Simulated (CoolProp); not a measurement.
Decamethylcyclopentasiloxane (D5) along the isotherm 381.5 K: Z from the reference equation and from simpler models built on Tc = 618.3 K, pc = 1078 kPa, ω = 0.631; each cubic takes its own stable root.

Computed with CoolProp (reference Helmholtz-energy equation of state, Thol 2019).

| p (kPa) | phase | reference | van der Waals | Redlich-Kwong | Soave-Redlich-Kwong | Peng-Robinson |
|---|---|---|---|---|---|---|
| 359 | liquid | 0.04850 | 0.08806 | 0.06008 | 0.05572 | 0.04950 |
| 718 | liquid | 0.09690 | 0.1746 | 0.1196 | 0.1112 | 0.09885 |
| 1080 | liquid | 0.1456 | 0.2607 | 0.1792 | 0.1670 | 0.1485 |
| 1440 | liquid | 0.1940 | 0.3452 | 0.2380 | 0.2223 | 0.1976 |
| 1800 | liquid | 0.2422 | 0.4287 | 0.2964 | 0.2773 | 0.2467 |
| 2160 | liquid | 0.2904 | 0.5114 | 0.3543 | 0.3322 | 0.2956 |
| 2510 | liquid | 0.3371 | 0.5911 | 0.4104 | 0.3855 | 0.3431 |
| 2870 | liquid | 0.3851 | 0.6723 | 0.4676 | 0.4400 | 0.3917 |
| 3230 | liquid | 0.4330 | 0.7530 | 0.5246 | 0.4945 | 0.4403 |
| 3590 | liquid | 0.4808 | 0.8331 | 0.5813 | 0.5487 | 0.4887 |
| 3950 | liquid | 0.5285 | 0.9127 | 0.6377 | 0.6029 | 0.5371 |
| 4310 | liquid | 0.5761 | 0.9919 | 0.6938 | 0.6568 | 0.5853 |
| 4670 | liquid | 0.6237 | 1.071 | 0.7496 | 0.7107 | 0.6334 |
| 5030 | liquid | 0.6712 | 1.149 | 0.8053 | 0.7644 | 0.6814 |
| 5390 | liquid | 0.7186 | 1.227 | 0.8606 | 0.8180 | 0.7293 |
